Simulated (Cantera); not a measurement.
# Thermodynamics of halide evaporation, hydrolysis and transport, feed PbF2 + HF + H2

Input: 1 mol PbF2, 0.52 mol HF, 41 mol H2, at 10.0 mbar.

Cantera equilibrium calculation (NASA polynomials, part measured and part estimated; ideal gas, pure solids and liquids). Candidate condensed phases: Pb, PbF2; 16 gas species. Kinetics and transport are ignored.

| T (K) | x H2 | x HF | x Pb | x H | n Pb(l) |
|---|---|---|---|---|---|
| 798 | 0.941 | 0.0593 | 5.73e-6 | 2.58e-11 | 1.000 |
| 948 | 0.940 | 0.0592 | 0.000479 | 5.08e-9 | 0.980 |
| 1098 | 0.930 | 0.0586 | 0.0117 | 2.38e-7 | 0.497 |
| 1248 | 0.919 | 0.0579 | 0.0230 | 4.48e-6 | 0 |
| 1398 | 0.919 | 0.0579 | 0.0230 | 4.54e-5 | 0 |
| 1548 | 0.919 | 0.0579 | 0.0230 | 0.000295 | 0 |
| 1698 | 0.918 | 0.0579 | 0.0230 | 0.00139 | 0 |
| 1848 | 0.914 | 0.0578 | 0.0229 | 0.00507 | 0 |
| 1998 | 0.904 | 0.0575 | 0.0228 | 0.0153 | 0 |
x: gas mole fraction; n: condensed amount in mol.

From 798 K to 1098 K the condensed part is Pb(l). From 1248 K to 1998 K nothing is condensed. The main Pb-bearing gas is Pb throughout.
